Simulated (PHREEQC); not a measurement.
Make-up at 25 °C: 20 mmol/kgw HF, 88 mmol/kgw NH4F and 1.1 mmol/kgw (NH4)2SiF6. Closed to the air; pH follows from the charge balance.

All values are PHREEQC results (ion-association model, phreeqc.dat), not measurements.

Q: The ionic strength comes out as 0.0915 mol/kgw. What activity coefficients do SiF6-2, H+, HF2-, F-, NH4+ get?

A: SiF6-2 0.39, H+ 0.83, HF2- 0.79, F- 0.77, NH4+ 0.75.

Precipitation was switched off in this run. SiF6-2 is the database's only silicon fluoride.
